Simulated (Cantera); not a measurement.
**SiF4 + NH3 + H2 (silicon nitride deposition)**

Feed: 1 mol SiF4, 13 mol NH3, 57 mol H2, at 1.00 bar.

Equilibrium computed with Cantera from the NASA thermochemical tables; the gas is ideal and each condensed phase is pure. Candidate condensed phases: Si, Si3N4; 37 gas species. The tables' values for SiF3, SiF2 are old estimates; treat these amounts as uncertain. The numbers say what is thermodynamically allowed, not how fast it happens.

```csv
T (K),x H2,x N2,x SiF4,x HF,x SiF3,x SiHF3,x SiF2,n Si3N4(s)
1000,0.910,0.0773,0.0118,0.000275,5.49e-7,8.42e-5,5.42e-11,0.00133
1050,0.910,0.0773,0.0117,0.000403,1.59e-6,0.000124,3.77e-10,0.00193
1100,0.910,0.0773,0.0116,0.000571,4.15e-6,0.000177,2.19e-9,0.00271
1150,0.910,0.0773,0.0115,0.000782,9.96e-6,0.000244,1.09e-8,0.00366
1200,0.910,0.0772,0.0114,0.00104,2.21e-5,0.000326,4.72e-8,0.00480
1250,0.910,0.0772,0.0112,0.00136,4.59e-5,0.000424,1.81e-7,0.00610
1300,0.909,0.0772,0.0110,0.00173,8.95e-5,0.000539,6.22e-7,0.00752
1350,0.909,0.0771,0.0107,0.00216,0.000165,0.000669,1.94e-6,0.00896
1400,0.909,0.0771,0.0104,0.00264,0.000290,0.000812,5.55e-6,0.0103
1450,0.908,0.0771,0.00999,0.00319,0.000485,0.000964,1.46e-5,0.0113
1500,0.908,0.0770,0.00949,0.00378,0.000774,0.00112,3.59e-5,0.0118
1550,0.907,0.0770,0.00887,0.00441,0.00118,0.00127,8.22e-5,0.0114
1600,0.906,0.0771,0.00814,0.00506,0.00172,0.00140,0.000176,0.00953
```
x: gas mole fraction; n: condensed amount in mol.

From 1000 K to 1600 K the condensed part is Si3N4(s). The main Si-bearing gas is SiF4 throughout. The share of Si in condensed phases is highest at 1500 K (3.5 %) and lowest at 1000 K (0.4 %).
